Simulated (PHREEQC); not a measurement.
## Leach liquor (model solution)

Dissolve 3.5 mmol/kgw HCl, 0.059 mmol/kgw FeSO4 and 3.5 mmol/kgw Fe2(SO4)3 at 75 °C. Closed to the air; pH follows from the charge balance.

All values are PHREEQC results (ion-association model, wateq4f.dat), not measurements.

```
Property                  Result
----------------  --------------
pH                          2.44
ionic strength    0.0208 mol/kgw
total alkalinity    -17.5 meq/kg
```

```
species     molality  activity   log γ
----------  --------  --------  ------
H+           0.00414   0.00363  -0.057
SO4-2        0.00364   0.00199  -0.263
FeSO4+       0.00354   0.00304  -0.066
Cl-          0.00347   0.00295  -0.069
HSO4-        0.00291   0.00250  -0.067
FeOH+2       0.00219   0.00120  -0.262
Fe(OH)2+    0.000641  0.000553  -0.065
Fe(SO4)2-   0.000183  0.000157  -0.068
Fe+3        0.000175   5.42e-5  -0.510
Fe2(OH)2+4   7.94e-5   6.56e-6  -1.083
FeHSO4+2     7.62e-5   4.08e-5  -0.271
Fe+2         4.06e-5   2.27e-5  -0.252
```

No solid was allowed to form. The solution is supersaturated, for example in Hematite (slow to form), Goethite (slow to form), so a real one may precipitate; this is no full list. Species that the database lacks are ignored. Constants without temperature data keep their 25 °C values here.
